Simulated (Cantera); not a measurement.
Input: 1 mol trisilylamine, a varied amount of N2, held at 1000 K and 100000 Pa.

Cantera equilibrium calculation (NASA polynomials, part measured and part estimated; ideal gas, pure solids and liquids). Candidate condensed phases: Si, Si3N4; 18 gas species. The feed counts by its element totals alone. Equilibrium is a limit: real reactors are often held back by kinetics, nucleation or transport.

log p: log10 of the partial pressure in bar; n: condensed amount in mol.

```tsv
n(N2) (mol)	log p H2	log p N2	log p NH3	log p SiH4	log p H	n Si(s)	n Si3N4(s)
0.74	0.00	-10.79	-8.63	-6.39	-8.64	1.14	0.620
1	0.00	-10.79	-8.63	-6.39	-8.64	0.750	0.750
1.4	0.00	-10.79	-8.63	-6.39	-8.64	0.150	0.950
1.9	-0.04	-1.09	?	<-12	-8.66	0	1.00
2.5	-0.09	-0.74	-3.74	<-12	-8.69	0	1.00
3.4	-0.15	-0.53	-3.73	<-12	-8.72	0	1.00
4.7	-0.23	-0.38	-3.78	<-12	-8.76	0	1.00
6.3	-0.32	-0.29	?	<-12	-8.80	0	1.00
8.6	-0.41	-0.21	?	<-12	-8.85	0	1.00
```

Q: Complete the blanks.

A: 
- 1.9, log p NH3: -3.83
- 6.3, log p NH3: -3.85
- 8.6, log p NH3: -3.96
